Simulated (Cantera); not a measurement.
A closed system holds: 1 mol Si3N4, 1.1 mol H2O, equilibrated at 10.0 Torr.

Cantera equilibrium calculation (NASA polynomials, part measured and part estimated; ideal gas, pure solids and liquids). Candidate condensed phases: H2O, Si, SiO2, Si2N2O, Si3N4; 35 gas species. Mutual solubility and eutectic melting of coexisting phases are not modelled. The tables' values for SiN are old estimates; treat these amounts as uncertain. Gases not in the tables: Si2H6 and higher silanes. Equilibrium is a limit: real reactors are often held back by kinetics, nucleation or transport.

log p: log10 of the partial pressure in bar; n: condensed amount in mol.

```tsv
T (K)	log p H2	log p N2	log p SiO	log p H	log p Si	log p SiH	n Si2N2O(s)	n Si3N4(s)	n Si(l)
923	-2.00	-2.48	<-13	-10.61	<-13	<-13	1.10	0.267	0
998	-2.00	-2.48	<-13	-9.67	<-13	<-13	1.10	0.267	0
1073	-2.00	-2.48	<-13	-8.85	<-13	<-13	1.10	0.267	0
1148	-2.00	-2.48	-12.88	-8.14	<-13	<-13	1.10	0.267	0
1223	-2.00	-2.48	-11.25	-7.52	<-13	<-13	1.10	0.267	0
1298	-2.00	-2.48	-9.82	-6.97	-12.96	-13.03	1.10	0.267	0
1373	-2.00	-2.48	-8.54	-6.48	-11.43	…	1.10	0.267	0
1448	-2.00	-2.48	-7.40	-6.04	-10.07	…	1.10	0.267	0
1523	-2.00	-2.48	-6.37	-5.64	-8.85	…	1.10	0.267	0
1598	-2.00	-2.48	-5.45	-5.27	-7.74	…	1.10	0.267	0
1673	-2.00	-2.48	-4.61	-4.94	-6.73	…	1.10	0.268	0
1748	-2.02	-2.44	-3.85	-4.65	-5.84	…	1.08	0.246	0.0790
1823	-2.21	-2.22	-3.01	-4.47	-5.35	…	0.927	0	0.972
1898	-2.46	-2.20	-2.46	-4.34	-4.91	…	0	0	1.90
```

### Question
Fill in the missing entries.

### Answer

- 1373, log p SiH: -11.68
- 1448, log p SiH: -10.47
- 1523, log p SiH: -9.38
- 1598, log p SiH: -8.40
- 1673, log p SiH: -7.50
- 1748, log p SiH: -6.72
- 1823, log p SiH: -6.43
- 1898, log p SiH: -6.20
